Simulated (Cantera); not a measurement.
Feed: 1 mol Cu₂O, 96 mol H₂, 0.055 mol H₂O, equilibrated at 723 K and 0.630 bar.

Cantera equilibrium calculation (NASA polynomials, part measured and part estimated; ideal gas, pure solids and liquids). Candidate condensed phases: Cu, CuO, Cu(OH)₂, Cu₂O, H₂O; 12 gas species. Kinetics and transport are ignored.

Base state: H₂ 0.989, H₂O 0.0110 (mole fractions); condensed: Cu(s).

What changes in the equilibrium state with this change: temperature from 723 K to 2200 K?


| species | before | after |
|---|---|---|
| H₂ | 0.989 | 0.962 |
| Cu | <1e-9 | 0.0202 |
| H₂O | 0.0110 | 0.0107 |
| H | <1e-9 | 0.00696 |
| Cu₂ | <1e-9 | 8.41e-5 |
| OH | <1e-9 | 1.08e-5 |
| Cu(s), mol | 2.00 | 0 |
